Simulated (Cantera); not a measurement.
An isothermal, constant-pressure homogeneous reactor starts with H2 : O2 : N2 = 0.0065 : 1 : 0.52 (molar parts), equivalence ratio 0.0032, at 1373 K and 0.00237 atm.

Cantera simulation using GRI-Mech 3.0 (53 species, 325 reactions); the numbers are that mechanism's predictions, not measurements. Radical loss at walls, strong at low pressure, is not modelled.

Task: Predict: x(H2) at 2.00 s; x(O2) at 2.00 s; x(OH) at 2.00 s; x(NO) at 2.00 s; x(HO2) at 2.00 s.

Result: 
* **x(H2) at 2.00 s**: 1.04e-5 (gas-phase equilibrium 3.20e-8)
* **x(O2) at 2.00 s**: 0.651 (gas-phase equilibrium 0.654)
* **x(OH) at 2.00 s**: 0.000523 (gas-phase equilibrium 2.90e-5)
* **x(NO) at 2.00 s**: 1.62e-8 (gas-phase equilibrium 0.000724)
* **x(HO2) at 2.00 s**: 3.59e-8 (gas-phase equilibrium 7.72e-9)
